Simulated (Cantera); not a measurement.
An adiabatic, constant-volume homogeneous reactor starts with H₂ : O₂ : N₂ = 1 : 0.417 : 1.57 (molar parts), at 1725 K and 2030 Torr. Integrator tolerance rtol = 1e-08.

Detailed kinetics in Cantera: the H2/O2 subset of GRI-Mech 3.0, which has no nitrogen chemistry. The hydrogen kinetics of GRI-Mech 3.0 are dated; newer H2 mechanisms differ, most at raised pressure. Above 3000 K some thermodynamic fits are extrapolated.

**Question.** How do the results move with these cheaper or finer settings: full GRI-Mech 3.0 in place of its H2/O2 subset; rtol 1e-08 to 0.001?

**Answer.** 
```tsv
setting	time of steepest temperature rise	temperature at 2.00 s	equilibrium temperature	x(H₂) at 2.00 s	integrator steps
as above	2.59 µs	3182 K	3182 K	0.0903	1024
full GRI-Mech 3.0 in place of its H2/O2 subset	2.59 µs	3164 K	3164 K	0.0940	1229
rtol 1e-08 to 0.001	2.85 µs	3182 K	3182 K	0.0903	224
```
